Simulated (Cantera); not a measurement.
A closed system holds: 1 mol NaOH, 4.6 mol H2O, 0.027 mol O2, at 13.3 mbar.

Equilibrium computed with Cantera from the NASA thermochemical tables; the gas is ideal and each condensed phase is pure. Candidate condensed phases: H2O, Na, NaOH, NaO2, Na2O, Na2O2; 16 gas species. Equilibrium is a limit: real reactors are often held back by kinetics, nucleation or transport.

### Question
Which condensed phases are stable at each of these points (T (K)): 625, 725, 825, 925, 1025, 1125, 1225, 1325, 1425?

### Answer
| T (K) | condensed phases | Na condensed (%) |
|---|---|---|
| 625 | NaOH(l) | 100.0 |
| 725 | NaOH(l) | 100.0 |
| 825 | NaOH(l) | 100.0 |
| 925 | NaOH(l) | 99.8 |
| 1025 | NaOH(l) | 97.3 |
| 1125 | NaOH(l) | 79.4 |
| 1225 | gas only | 0.0 |
| 1325 | gas only | 0.0 |
| 1425 | gas only | 0.0 |

From 625 K to 1125 K the condensed part is NaOH(l). From 1225 K to 1425 K nothing is condensed.
